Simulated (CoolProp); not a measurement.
Vapour-liquid equilibrium of isopentane (1) + toluene (2) at 306.6 K; x and y are mole fractions of (1).

The numbers come from the multi-fluid Helmholtz-energy mixture model, Lemmon 2006 and Lemmon 2006; pair parameters Bell 2016 in CoolProp.

Problem. Give the bubble pressure and the first vapour's composition at x = 0.75, 0.85, 0.95. Is there an azeotrope?

Solution. x = 0.75: 0.09860 MPa, y = 0.978; x = 0.85: 0.1073 MPa, y = 0.986; x = 0.95: 0.1171 MPa, y = 0.995. No azeotrope shows between x = 0.05 and 0.95.

The pair parameters rest on a limited set of measurements; away from them the model extrapolates.
